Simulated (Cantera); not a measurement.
An adiabatic, constant-pressure homogeneous reactor starts with CH4 : O2 : N2 = 1 : 3.23 : 12.1 (molar parts), at 1000 K and 10.0 bar. Integrator tolerance rtol = 1e-08.

Detailed kinetics in Cantera: GRI-Mech 3.0 (53 species, 325 reactions).

### Question
What does this change do: initial temperature 1000 to 1323 K?

### Answer
```tsv
quantity	before	after
time of steepest temperature rise	73.0 ms	0.919 ms
temperature at 6.00 s	2247 K	2492 K
equilibrium temperature	2247 K	2492 K
x(CH4) at 6.00 s	<1e-12 (gas-phase equilibrium <1e-12)	<1e-12 (gas-phase equilibrium <1e-12)
x(O2) at 6.00 s	0.0708 (gas-phase equilibrium 0.0708)	0.0683 (gas-phase equilibrium 0.0683)
x(CO) at 6.00 s	0.000596 (gas-phase equilibrium 0.000596)	0.00251 (gas-phase equilibrium 0.00251)
x(CO2) at 6.00 s	0.0606 (gas-phase equilibrium 0.0606)	0.0585 (gas-phase equilibrium 0.0585)
x(H2O2) at 6.00 s	3.91e-7 (gas-phase equilibrium 3.91e-7)	6.74e-7 (gas-phase equilibrium 6.74e-7)
x(H2) at 6.00 s	0.000219 (gas-phase equilibrium 0.000219)	0.000819 (gas-phase equilibrium 0.000819)
```
